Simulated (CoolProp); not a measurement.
Vapour-liquid equilibrium of sulfur hexafluoride (1) + CH2F2 (R32) (2) at 278.9 K; x and y are mole fractions of (1).

The numbers come from the multi-fluid Helmholtz-energy mixture model, Guder 2009 and Tillner-Roth 1997; pair parameters Bell 2016 in CoolProp.

| x | bubble pressure (kPa) | y at the bubble point | dew pressure at overall composition x (kPa) | liquid density (mol/L) |
|---|---|---|---|---|
| 0.05 | 1262 | 0.225 | 1027 | 18.92 |
| 0.2 | ? | 0.449 | 1223 | 16.39 |
| 0.35 | 1867 | 0.520 | 1491 | 14.35 |
| 0.5 | 1929 | 0.568 | ? | ? |
| 0.65 | 1939 | 0.624 | 1927 | 11.65 |
| 0.8 | 1866 | 0.714 | 1749 | 10.92 |
| 0.95 | ? | ? | 1531 | 10.48 |

Some entries are withheld; supply them.


- 0.2, bubble pressure (kPa): 1713
- 0.5, dew pressure at overall composition x (kPa): 1828
- 0.5, liquid density (mol/L): 12.77
- 0.95, bubble pressure (kPa): 1616
- 0.95, y at the bubble point: 0.891

y crosses x between x = 0.5 and 0.65: the model has an azeotrope there.

The pair parameters rest on a limited set of measurements; away from them the model extrapolates. With so large a gap from Raoult's law the liquid may split in two, which this calculation doesn't test in full.
